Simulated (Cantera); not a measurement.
A closed system holds: 1 mol C3H6, 0.22 mol H2O, 3 mol H2, 0.28 mol O2, held at 0.000830 bar.

Equilibrium computed with Cantera from the NASA thermochemical tables; the gas is ideal and each condensed phase is pure. Candidate condensed phases: C, C6H6, C7H8, C8H18, H2O; 110 gas species. Equilibrium is a limit: real reactors are often held back by kinetics, nucleation or transport. All values below are at 1075 K.

Base state: H2 0.889, CO 0.111, CH4 2.96e-5, H2O 1.04e-5 (mole fractions); condensed: C(graphite).

Task: What changes in the equilibrium state with this change: C3H6 replaced by CH3OH?

Result: 
```tsv
species	before	after
H2	0.889	0.735
CO	0.111	0.140
H2O	1.04e-5	0.104
CO2	1.40e-6	0.0213
CH4	2.96e-5	2.09e-9
C(graphite), mol	2.22	0
```
